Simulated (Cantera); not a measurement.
A closed system holds: 1 mol C₃H₈, 1.1 mol O₂, 28 mol H₂, at 2575 K and 0.0430 bar.

These are equilibrium values from Cantera (NASA tables, ideal gas, pure condensed phases), not measurements of a reactor. Equilibrium is a limit: real reactors are often held back by kinetics, nucleation or transport.

```json
[
 {"species": "H₂", "before": "0.782", "after": "0.892"},
 {"species": "CO", "before": "0.0596", "after": "0.0633"},
 {"species": "H", "before": "0.148", "after": "0.0327"},
 {"species": "C₂H₂ (acetylene)", "before": "0.0105", "after": "0.0112"},
 {"species": "CH₄", "before": "3.35e-6", "after": "9.84e-5"},
 {"species": "C₃", "before": "3.12e-5", "after": "1.22e-6"},
 {"species": "C", "before": "1.00e-5", "after": "4.19e-7"},
 {"species": "CH₃", "before": "1.12e-5", "after": "6.37e-5"},
 {"species": "C₂H", "before": "0.000166", "after": "3.45e-5"},
 {"species": "C₂H₂ (vinylidene)", "before": "1.04e-5", "after": "1.12e-5"}
]
```
Gas species are given as mole fractions.

Task: Name the change that produced these shifts.
A) O₂ from 1.1 to 0.011 mol
B) O₂ from 1.1 to 0.74 mol
C) O₂ from 1.1 to 0.022 mol
D) pressure from 0.0430 bar to 1.00 bar

Result: D, pressure from 0.0430 bar to 1.00 bar
